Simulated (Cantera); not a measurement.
Input (Python, Cantera):

```python
import numpy as np
import cantera as ct

gas = ct.Solution("gri30.yaml")
gas.TPX = 625, 1000000, {'CH4': 1, 'CO': 0.1, 'O2': 1.86, 'N2': 8.01}
flame = ct.FreeFlame(gas, width=0.008)
flame.set_refine_criteria(ratio=3, slope=0.08, curve=0.16)
flame.transport_model = "unity-Lewis-number"
flame.solve(loglevel=0, auto=True)
z, T = flame.grid, flame.T
thick = (T[-1] - T[0]) / np.gradient(T, z).max()
show = ['CH4', 'CO', 'O2', 'H', 'C2H4', 'HCN']
print(f"laminar burning velocity  {flame.velocity[0] * 100:.3f} cm/s")
print(f"burnt temperature         {T[-1]:.1f} K")
print(f"thermal thickness         {thick * 1e3:.4f} mm")
print(f"grid points               {len(z)}")
z0 = z[flame.heat_release_rate.argmax()]
print(f"{'z/mm':>9s}{'T/K':>9s}{'u/(m/s)':>9s}" + "".join(f"{s:>11s}" for s in show))
rows = []
for k in (-3, -2, -1.5, -1, -0.5, -0.25, 0, 0.25, 0.5, 1, 2, 4, 8):
    zz = z0 + k * thick
    rows.append([k * thick, np.interp(zz, z, T), np.interp(zz, z, flame.velocity),
                 *(np.interp(zz, z, flame.X[gas.species_index(s)]) for s in show)])
    print(f"{rows[-1][0] * 1e3:9.3f}{rows[-1][1]:9.1f}{rows[-1][2]:9.3f}" + "".join(f"{x:11.3e}" for x in rows[-1][3:]))
```

Result:

```
laminar burning velocity  33.312 cm/s
burnt temperature         2324.7 K
thermal thickness         0.0913 mm
grid points               141
     z/mm      T/K  u/(m/s)        CH4         CO         O2          H       C2H4        HCN
   -0.274    627.4    0.334  9.102e-02  9.168e-03  1.693e-01  4.289e-14  1.736e-06  2.206e-08
   -0.183    639.7    0.341  9.029e-02  9.439e-03  1.682e-01  2.328e-12  1.073e-05  1.364e-07
   -0.137    673.5    0.359  8.829e-02  1.019e-02  1.650e-01  4.354e-11  3.555e-05  4.517e-07
   -0.091    818.4    0.438  7.949e-02  1.348e-02  1.512e-01  6.624e-09  1.446e-04  1.838e-06
   -0.046   1277.9    0.689  4.981e-02  2.462e-02  1.044e-01  2.188e-06  5.092e-04  6.542e-06
   -0.023   1663.6    0.905  2.422e-02  3.438e-02  6.324e-02  5.695e-05  7.350e-04  1.076e-05
    0.000   2046.3    1.121  2.885e-03  4.171e-02  2.165e-02  1.399e-03  1.999e-04  1.496e-05
    0.023   2189.2    1.195  3.709e-05  3.561e-02  6.827e-03  2.704e-03  8.723e-07  7.333e-06
    0.046   2239.5    1.218  5.230e-07  3.091e-02  3.751e-03  2.097e-03  2.162e-09  2.329e-06
    0.091   2282.3    1.237  1.230e-09  2.766e-02  1.793e-03  1.270e-03  6.230e-13  4.123e-07
    0.183   2309.2    1.249  1.769e-12  2.589e-02  7.067e-04  7.156e-04  8.212e-16  4.630e-08
    0.365   2321.6    1.255  8.494e-14  2.516e-02  2.794e-04  4.445e-04  1.038e-18  4.036e-09
    0.730   2325.0    1.256  9.879e-14  2.497e-02  1.770e-04  3.628e-04  3.007e-21  1.103e-09
```

Computed with Cantera and GRI-Mech 3.0 (53 species, 325 reactions). Unity Lewis numbers drop preferential diffusion, which matters most where H2 and H carry the flame. Burning velocities carry a grid error of a few per cent, more on coarse grids.
